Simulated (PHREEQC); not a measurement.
**Copper plating or etch bath: speciation**

A solution holds 0.0022 mol Cu(NO3)2, 0.00014 mol HBF4 and 0.0007 mol FeCl3 per kg of water, at 25 °C. Closed to the air; pH follows from the charge balance.

The numbers come from PHREEQC with the ion-association model, phreeqc.dat.

Each row changes one thing in this solution. No solid was allowed to form.

| case | pH | ionic strength (mol/kgw) | FeOH+2 (mol/kgw) | Fe(OH)2+ (mol/kgw) | Fe+3 (mol/kgw) | CuCl+ (mol/kgw) | SI of Goethite (FeOOH) | SI of Hematite (Fe2O3) |
|---|---|---|---|---|---|---|---|---|
| as made | 3.12 | 0.00931 | 0.000174 | 5.59e-5 | 3.10e-5 | 8.42e-6 | +5.49 | +12.99 |
| Cu(NO3)2 from 0.0022 to 0.022 mol/kgw | 3.16 | 0.0687 | 0.000171 | 4.30e-5 | 3.66e-5 | 5.35e-5 | +5.38 | +12.76 |
| temperature from 25 to 70 °C | 3.01 | 0.00897 | 0.000184 | 0.000200 | 4.28e-6 | 5.32e-5 | +5.68 | +13.56 |
| HBF4 left out | 3.15 | 0.00943 | 0.000444 | 0.000153 | ___ | 8.40e-6 | ___ | +13.93 |
| FeCl3 from 0.0007 to 0.007 mol/kgw | ___ | 0.0408 | 0.00214 | 0.000113 | 0.00227 | 5.91e-5 | +5.08 | +12.17 |
| FeCl3 from 0.0007 to 0.00014 mol/kgw | 3.37 | 0.00721 | 1.18e-6 | 7.06e-7 | 1.12e-7 | 1.75e-6 | +3.85 | +9.71 |
| HBF4 replaced by NaF at the same molality | 3.22 | 0.00937 | 0.000358 | 0.000145 | 5.04e-5 | 8.41e-6 | +6.01 | +14.02 |
| diluted 100-fold with water | 4.72 | 9.28e-5 | 3.87e-7 | 6.56e-6 | 1.19e-9 | 1.19e-9 | +6.21 | +14.42 |

Q: Some entries are withheld; supply them.

A: 
- HBF4 left out, Fe+3 (mol/kgw): 7.33e-5
- HBF4 left out, SI of Goethite (FeOOH): +5.96
- FeCl3 from 0.0007 to 0.007 mol/kgw, pH: 2.44

Species that the database lacks are ignored. Some of these states are supersaturated (in Hematite (slow to form), Goethite (slow to form), Fe(OH)3(a), for instance). Away from 25 °C the constants follow the database's enthalpies or fits; those with neither stay at their 25 °C values. Real BF4- forms and hydrolyses slowly; the run takes it at equilibrium. Fluoro complexes past AlF4- and FeF3 are missing from the database.
